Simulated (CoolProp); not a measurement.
Model: reference Helmholtz-energy equation of state, Schmidt 1985, in CoolProp.

**Question.** For oxygen, give the phase and the cp (kJ/(kg K)), cv (kJ/(kg K)), isothermal compressibility (1/MPa), expansivity (1/kK) at 96.8 K and 6210 kPa; 193.1 K and 6210 kPa; 225.2 K and 6210 kPa.

**Answer.** 
- 96.8 K and 6210 kPa: liquid; cp 1.68, cv 0.917, isothermal compressibility 0.00210, expansivity 4.33
- 193.1 K and 6210 kPa: supercritical; cp 1.47, cv 0.724, isothermal compressibility 0.210, expansivity 11.4
- 225.2 K and 6210 kPa: supercritical; cp 1.18, cv 0.688, isothermal compressibility 0.182, expansivity 6.90
